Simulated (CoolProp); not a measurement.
A single-stage vapour-compression cycle with R152A: evaporating at 273.15 K (dew point), condensing at 330.15 K (bubble point), superheat 2 K, subcooling 2 K, compressor efficiency 0.9, no pressure losses. Each further row changes one setting.

Values from CoolProp's reference Helmholtz-energy equation of state, Outcalt 1996. It is a modified Benedict-Webb-Rubin equation, recast in Helmholtz form.

| case | cooling COP | pressure ratio | discharge temperature (K) | refrigerating effect (kJ/kg) | volumetric capacity (kJ/m³) |
|---|---|---|---|---|---|
| as stated | 3.32 | 5.29 | 352.7 | 209 | 1730 |
| evaporating temperature 278.15 K | 3.78 | 4.44 | 350.3 | 212 | … |
| condensing temperature 325.15 K | … | 4.69 | … | 219 | 1810 |
| subcooling 7 K | … | 5.29 | 352.7 | 219 | 1810 |
| superheat 12 K | 3.32 | 5.29 | … | 220 | 1740 |
| compressor efficiency 0.8 | 2.95 | 5.29 | … | 209 | 1730 |

Problem. Fill in the missing entries.

Solution. 
- evaporating temperature 278.15 K, volumetric capacity (kJ/m³): 2080
- condensing temperature 325.15 K, cooling COP: 3.76
- condensing temperature 325.15 K, discharge temperature (K): 346.4
- subcooling 7 K, cooling COP: 3.47
- superheat 12 K, discharge temperature (K): 362.6
- compressor efficiency 0.8, discharge temperature (K): 358.2
